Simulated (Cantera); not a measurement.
Input: 1 mol Cr2O3, 7.2 mol H2, 13 mol N2, held at 1173 K.

These are equilibrium values from Cantera (NASA tables, ideal gas, pure condensed phases), not measurements of a reactor. Candidate condensed phases: Cr, CrN, Cr2N, Cr2O3, H2O; 29 gas species. Mutual solubility and eutectic melting of coexisting phases are not modelled. The numbers say what is thermodynamically allowed, not how fast it happens.

At 1.50 bar, list the 4 most abundant gas species with their mole fractions, and the condensed phases.

N2 0.644, H2 0.356, H2O 0.000174, NH3 5.56e-5. Condensed: CrN(s) + Cr2O3(s).
